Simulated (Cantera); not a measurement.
Feed: 1 mol Ta(OEt)5, 0.027 mol H2O, equilibrated at 2800 K and 0.250 Pa.

Method: chemical equilibrium by Gibbs-energy minimisation in Cantera with the NASA 1993 tables (ideal gas, pure condensed phases). Candidate condensed phases: C, C6H6, C7H8, C8H18, H2O, Ta, TaC, Ta2O5; 113 gas species. The feed counts by its element totals alone. TaC: taken at fixed stoichiometry. Condensed phases not in the tables: Ta2C. Rates play no part.

Base state: H 0.736, CO 0.148, C 0.111, C2 0.00219, Ta 0.00133, C3 0.000943, H2 0.000203 (mole fractions); condensed: TaC(s).

What changes in the equilibrium state with this change: temperature from 2800 K to 1200 K?


| species | before | after |
|---|---|---|
| H2 | 0.000203 | 0.714 |
| CO | 0.148 | 0.286 |
| H | 0.736 | 0.000105 |
| C | 0.111 | <1e-9 |
| Ta | 0.00133 | <1e-9 |
| C2 | 0.00219 | <1e-9 |
| C3 | 0.000943 | <1e-9 |
| TaC(s), mol | 0.955 | 1.00 |
| C(graphite), mol | 0 | 3.97 |

What changes in the equilibrium state with this change: temperature from 2800 K to 1573 K?


| species | before | after |
|---|---|---|
| H2 | 0.000203 | 0.695 |
| CO | 0.148 | 0.283 |
| H | 0.736 | 0.0214 |
| C | 0.111 | <1e-9 |
| Ta | 0.00133 | <1e-9 |
| C2 | 0.00219 | <1e-9 |
| C3 | 0.000943 | <1e-9 |
| C2H2 (acetylene) | 1.20e-8 | 1.44e-5 |
| TaC(s), mol | 0.955 | 1.00 |
| C(graphite), mol | 0 | 3.97 |
